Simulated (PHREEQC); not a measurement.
Consider water at 65 °C with 0.0016 mol Cu(BF4)2 and 0.00081 mol Na2SO4 per kg of water. Closed to the air; pH follows from the charge balance.

Equilibrium calculation in PHREEQC: ion-association model, phreeqc.dat.

This is a speciation only: nothing precipitates in the calculation.

Problem. Order these S species by the share of S that they hold, largest first: CuSO4, HSO4-, SO4-2, NaSO4-.

Solution. SO4-2 (76 %), CuSO4 (13 %), HSO4- (10 %), NaSO4- (0.52 %)

Problem. Order these Cu species by the share of Cu that they hold, largest first: CuSO4, CuF+, Cu+2.

Solution. Cu+2 (90 %), CuSO4 (6.8 %), CuF+ (3.5 %)

The pH is 3.17 and the ionic strength 0.00733 mol/kgw. Away from 25 °C the constants follow the database's enthalpies or fits; those with neither stay at their 25 °C values. Real BF4- forms and hydrolyses slowly; the run takes it at equilibrium.
